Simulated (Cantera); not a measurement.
Si3N4 + H2O (nitride etching)

A closed system holds: 1 mol Si3N4, a varied amount of H2O, held at 525 °C and 17.0 Pa.

Cantera equilibrium calculation (NASA polynomials, part measured and part estimated; ideal gas, pure solids and liquids). Candidate condensed phases: H2O, Si, SiO2, Si2N2O, Si3N4; 35 gas species. The numbers say what is thermodynamically allowed, not how fast it happens.

```tsv
n(H2O) (mol)	x H2	x H2O	x N2	x NH3	n SiO2(α-quartz)	n Si2N2O(s)
3.1	0.750	1.06e-6	0.250	1.68e-7	1.07	0.967
4.2	0.750	1.06e-6	0.250	1.68e-7	1.80	0.600
5.9	0.750	1.06e-6	0.250	1.68e-7	2.93	0.0333
8.1	0.594	0.208	0.198	1.06e-7	3.00	0
11	0.462	0.385	0.154	6.37e-8	3.00	0
16	0.333	0.556	0.111	3.32e-8	3.00	0
22	0.250	0.667	0.0833	1.87e-8	3.00	0
```
x: gas mole fraction; n: condensed amount in mol.

From 3.1 mol H2O to 5.9 mol H2O the condensed part is SiO2(α-quartz) + Si2N2O(s). From 8.1 mol H2O to 22 mol H2O the condensed part is SiO2(α-quartz).
